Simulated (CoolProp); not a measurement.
Properties of the fluoroketone C6F12O (FK-5-1-12) along the isobar 318 kPa (Tc = 168.7 °C, pc = 1869 kPa, ω = 0.471).

Model: reference Helmholtz-energy equation of state, McLinden 2015, in CoolProp.

```csv
T (°C),phase,cp (kJ/(kg K)),isothermal compressibility (1/MPa),fugacity coefficient
-77.95,liquid,1.123,0.0009301,7.312e-5
-52.55,liquid,1.100,[?],0.001065
-27.05,liquid,1.090,0.001570,[?]
-1.55,liquid,1.090,0.002125,0.03655
23.95,liquid,1.101,0.002983,0.1204
49.35,liquid,1.121,0.004403,[?]
74.85,liquid,1.152,[?],0.6510
100.35,gas,0.9698,3.643,[?]
125.75,gas,0.9847,3.494,0.9145
151.25,gas,1.004,[?],[?]
176.75,gas,1.027,3.342,0.9452
202.25,gas,[?],3.300,0.9553
```

Q: Complete the blanks.

A: 
- -52.55, isothermal compressibility (1/MPa): 0.001194
- -27.05, fugacity coefficient: 0.007906
- 49.35, fugacity coefficient: 0.3074
- 74.85, isothermal compressibility (1/MPa): 0.007027
- 100.35, fugacity coefficient: 0.8908
- 151.25, isothermal compressibility (1/MPa): 3.403
- 151.25, fugacity coefficient: 0.9320
- 202.25, cp (kJ/(kg K)): 1.050
